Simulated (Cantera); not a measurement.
Mixture: CO : H2 : CH4 : O2 : N2 : H2O = 1 : 0.034 : 0.52 : 0.741 : 2.79 : 0.25 (molar parts), equivalence ratio 2.1, at 5.00 bar, adiabatic and at constant volume. Ignition delay is the time to a rise of 400 K.

Model: GRI-Mech 3.0 (53 species, 325 reactions), integrated in Cantera. Below about 1000 K GRI-Mech 3.0 lacks low-temperature oxidation paths. Below about 950 K walls govern HO2 and H2O2 in real vessels.

Predict: delay at 948 K; delay at 1048 K; delay at 1148 K; delay at 1248 K; delay at 1348 K; delay at 1448 K; apparent activation energy between 1248 and 1448 K.


```
Item                                                     Value
--------------------------------------------------  ----------
delay at 948 K                                         0.488 s
delay at 1048 K                                        0.106 s
delay at 1148 K                                        26.8 ms
delay at 1248 K                                        7.52 ms
delay at 1348 K                                        2.28 ms
delay at 1448 K                                       0.744 ms
apparent activation energy between 1248 and 1448 K  170 kJ/mol
```
